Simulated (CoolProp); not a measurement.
The numbers come from the reference Helmholtz-energy equation of state, Lemmon 2005 in CoolProp.

**Question.** For R125, give the phase and the cv (kJ/(kg K)) at 431.1 K and 0.26 MPa; 431.1 K and 0.894 MPa; 431.1 K and 1.35 MPa.

**Answer.** 
- 431.1 K and 0.26 MPa: gas; cv 0.906
- 431.1 K and 0.894 MPa: gas; cv 0.911
- 431.1 K and 1.35 MPa: gas; cv 0.915
